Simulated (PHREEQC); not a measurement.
PHREEQC input (ion-association model, wateq4f.dat):

```
SOLUTION_MASTER_SPECIES
  An  An-  0  An  62.0  # stands for a non-complexing anion
SOLUTION_SPECIES
  An- = An-
    -log_k 0
    -gamma 3.0 0
PHASES
  Fix_H+
    H+ = H+
    -log_k 0
SOLUTION 1
  temp 25
  units mmol/kgw
  pH 7 charge
  S(6) 0.07476
  Na 5.00152
  Zn 0.074
  An 5
END
SELECTED_OUTPUT 1
  -reset false
  -pH true
  -pe true
  -ionic_strength true
  -water true
  -totals Na S Zn S(-2) S(6)
  -molalities Hfo_wOH Hfo_wOH2+ Hfo_wO- Hfo_sOH Hfo_sOH2+ Hfo_sO- Hfo_sOZn+ Hfo_wOZn+ Hfo_wSO4- Hfo_wOHSO4-2
  -saturation_indices Zn(OH)2-a Zn4(OH)6SO4 Mirabilite Goslarite
USER_PUNCH 1
  -headings sigma psi
  10 PUNCH EDL("sigma", "Hfo"), EDL("psi", "Hfo")
PRINT
  -reset false
USE solution 1
SURFACE 1
  Hfo_wOH 0.000105618 600 0.047
  Hfo_sOH 2.64045e-06
EQUILIBRIUM_PHASES 1
  Fix_H+ -3 HAn 10
    -force_equality true
  O2(g) -0.68 10
END
# ... the last block is repeated for the other 16 points of pH, with NaOH or the acid as the point needs
```

Selected output (columns that matter, 16 of 17 rows; pH added in front):

```
pH	mu	Na	S	Zn	m_Hfo_wOH	m_Hfo_wOH2+	m_Hfo_wO-	m_Hfo_sOH	si_Zn(OH)2-a	si_Zn4(OH)6SO4	si_Mirabilite	si_Goslarite	sigma	psi
3	0.006334	0.0050015	2.8394e-05	7.4e-05	3.5245e-07	5.8899e-05	4.8316e-11	1.5706e-08	-10.723	-32.224	-8.2945	-7.0463	0.049996	0.12227
3.38	0.0057042	0.0050015	2.8488e-05	7.4e-05	8.1145e-07	5.8535e-05	2.577e-10	3.6098e-08	-9.9565	-29.894	-8.2657	-7.0147	0.046611	0.12138
3.75	0.0054478	0.0050015	2.9371e-05	7.3998e-05	1.8025e-06	5.8425e-05	1.274e-09	7.8957e-08	-9.214	-27.64	-8.2407	-6.9886	0.044362	0.12004
4.12	0.0053399	0.0050015	3.1307e-05	7.3988e-05	3.8544e-06	5.8305e-05	5.8371e-09	1.6299e-07	-8.473	-25.384	-8.2079	-6.9554	0.041953	0.11774
4.5	0.005295	0.0050015	3.471e-05	7.3936e-05	7.8875e-06	5.7654e-05	2.472e-08	3.1018e-07	-7.713	-23.057	-8.161	-6.9087	0.038739	0.11394
4.88	0.0052785	0.0050015	3.9588e-05	7.37e-05	1.4832e-05	5.5514e-05	9.0782e-08	4.9481e-07	-6.9545	-20.725	-8.103	-6.8523	0.034804	0.10866
5.25	0.0052731	0.0050015	4.5423e-05	7.2995e-05	2.4993e-05	5.0962e-05	2.808e-07	5.5118e-07	-6.219	-18.463	-8.0429	-6.7967	0.030655	0.10237
5.62	0.0052718	0.0050015	5.1805e-05	7.1916e-05	3.8102e-05	4.3588e-05	7.6299e-07	3.5466e-07	-5.4859	-16.213	-7.9856	-6.7463	0.026568	0.095334
6.38	0.0052678	0.0050015	6.4053e-05	6.7917e-05	6.4054e-05	2.3313e-05	4.0319e-06	4.9081e-08	-3.9921	-11.666	-7.8931	-6.6801	0.019219	0.079799
6.75	0.0052578	0.0050082	6.787e-05	6.1426e-05	6.7585e-05	1.3341e-05	7.8438e-06	1.8592e-08	-3.2972	-9.6004	-7.8663	-6.6995	0.016812	0.07363
7.12	0.0052546	0.0050333	7.0047e-05	5.1519e-05	6.0717e-05	5.8165e-06	1.452e-05	8.4206e-09	-2.637	-7.6856	-7.8477	-6.7651	0.015626	0.070316
7.5	0.0052489	0.0050589	7.1696e-05	4.1112e-05	4.5898e-05	1.9757e-06	2.4427e-05	4.1842e-09	-1.9851	-5.8272	-7.8325	-6.8625	0.014962	0.068388
7.88	0.0052435	0.0050827	7.3114e-05	3.2623e-05	3.0051e-05	5.9821e-07	3.4583e-05	2.1409e-09	-1.3588	-4.0731	-7.8194	-6.9871	0.014081	0.065722
8.25	0.0052376	0.0051058	7.405e-05	2.7237e-05	1.8733e-05	1.9205e-07	4.1857e-05	1.1721e-09	-0.8089	-2.6072	-7.8093	-7.171	0.012585	0.060882
8.62	0.005232	0.005131	7.4533e-05	2.4845e-05	1.2891e-05	8.2945e-08	4.5898e-05	7.652e-10	-0.4213	-1.7935	-7.8016	-7.5201	0.0098663	0.050963
9	0.0052334	0.0051522	7.4709e-05	2.4399e-05	1.0767e-05	5.5589e-08	4.7779e-05	6.3308e-10	-0.2434	-1.8404	-7.7967	-8.1008	0.0060634	0.034141
```

Species that the database lacks are ignored. The oxide is taken as insoluble; below pH 4 it would dissolve.
